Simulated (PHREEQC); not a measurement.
## Nickel, zinc or cadmium bath: speciation

A solution holds 38 mmol/kgw Ni(NO3)2, 6.2 mmol/kgw H3BO3 and 110 mmol/kgw HCl, at 20 °C. Closed to the air; pH follows from the charge balance.

Model: ion-association model, wateq4f.dat, run in PHREEQC.

Each row changes one thing in this solution. No solid was allowed to form.

| case | pH | Cl- (mol/kgw) | Ni+2 (mol/kgw) | NiCl+ (mol/kgw) | NiCl2 (mol/kgw) | H2BO3- (mol/kgw) |
|---|---|---|---|---|---|---|
| as made | 1.06 | 0.106 | 0.0348 | 0.00271 | 0.000525 | 5.78e-11 |
| temperature from 20 to 85 °C | 1.07 | 0.107 | 0.0353 | 0.00233 | 0.000414 | 1.71e-10 |
| temperature from 20 to 70 °C | 1.07 | 0.107 | 0.0351 | 0.00243 | 0.000443 | 1.37e-10 |
| H3BO3 from 0.0062 to 0.00682 mol/kgw | 1.06 | 0.106 | 0.0348 | 0.00271 | 0.000525 | 6.36e-11 |
| Ni(NO3)2 from 0.038 to 0.076 mol/kgw | 1.07 | 0.103 | 0.0703 | 0.00488 | 0.000845 | 6.42e-11 |
| 0.015 mol/kgw CO2 added | 1.06 | 0.106 | 0.0348 | 0.00271 | 0.000525 | 5.78e-11 |
| HCl from 0.11 to 0.22 mol/kgw | 0.77 | 0.212 | 0.0318 | 0.00455 | 0.00162 | 3.19e-11 |
| Ni(NO3)2 from 0.038 to 0.38 mol/kgw | 1.09 | 0.0808 | 0.353 | 0.0240 | 0.00262 | 1.03e-10 |
| HCl from 0.11 to 1.1 mol/kgw | 0.09 | 1.06 | 0.0122 | 0.0106 | 0.0152 | 1.01e-11 |

The ionic strength passes 0.7 mol/kgw, the rough limit of the ion-association models, in Ni(NO3)2 from 0.038 to 0.38 mol/kgw; HCl from 0.11 to 1.1 mol/kgw. Species that the database lacks are ignored. At this temperature some constants are extrapolated from 25 °C, and those without enthalpy data are left unchanged.
